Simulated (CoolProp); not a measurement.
The numbers come from the reference Helmholtz-energy equation of state, Leachman 2009 in CoolProp.

Problem. For normal hydrogen, give the phase and the cv (kJ/(kg K)), Joule-Thomson coefficient (K/MPa), Prandtl number at 35 K and 0.602 bar; 35 K and 60.2 bar.

Solution. 
- 35 K and 0.602 bar: gas; cv 6.21, Joule-Thomson coefficient 8.08, Prandtl number 0.673
- 35 K and 60.2 bar: supercritical; cv 6.47, Joule-Thomson coefficient -0.317, Prandtl number 1.09

Viscosity comes from a separate model (Muzny 2013). Thermal conductivity comes from a separate model (Assael 2011).
